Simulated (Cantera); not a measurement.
An adiabatic, constant-pressure homogeneous reactor starts with 10.9 % CH3OH, 18.7 % O2, 70.4 % N2, equivalence ratio 0.87, at 1350 K and 1900000 Pa.

Detailed kinetics in Cantera: GRI-Mech 3.0 (53 species, 325 reactions). GRI-Mech 3.0 was tuned for natural gas; its chemistry of methanol as a main component is partial and can be far from experiment. The pressure lies above the range GRI-Mech 3.0 was tuned for (to about 10 atm).

Question: Predict: time of steepest temperature rise; temperature at 0.800 s; equilibrium temperature; x(O2) at 0.800 s; x(H2O2) at 0.800 s; x(NO) at 0.800 s.

Answer: 
```
Item                                                                Result
---------------------------------  ---------------------------------------
time of steepest temperature rise                                 0.108 ms
temperature at 0.800 s                                              2776 K
equilibrium temperature                                             2776 K
x(O2) at 0.800 s                     0.0245 (gas-phase equilibrium 0.0245)
x(H2O2) at 0.800 s                 1.56e-6 (gas-phase equilibrium 1.56e-6)
x(NO) at 0.800 s                     0.0111 (gas-phase equilibrium 0.0111)
```
